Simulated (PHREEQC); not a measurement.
Solution (70 °C): 0.031 mol/kgw CdBr2. Closed to the air; pH follows from the charge balance.

Computed with PHREEQC (ion-association model, phreeqc.dat).

```
Quantity                Result
--------------  --------------
pH                        5.58
ionic strength  0.0471 mol/kgw
```

| species | molality | activity | log γ |
|---|---|---|---|
| Br- | 0.0376 | 0.0299 | -0.099 |
| CdBr+ | 0.0186 | 0.0151 | -0.092 |
| Cd+2 | 0.00949 | 0.00408 | -0.367 |
| CdBr2 | 0.00287 | 0.00290 | 0.005 |
| H+ | 3.14e-6 | 2.65e-6 | -0.073 |
| CdOH+ | 2.87e-6 | 2.32e-6 | -0.092 |
| Cd2OH+3 | 1.90e-7 | 2.85e-8 | -0.825 |
| OH- | 7.60e-8 | 6.09e-8 | -0.096 |

No solid was allowed to form. At this temperature some constants are extrapolated from 25 °C, and those without enthalpy data are left unchanged.
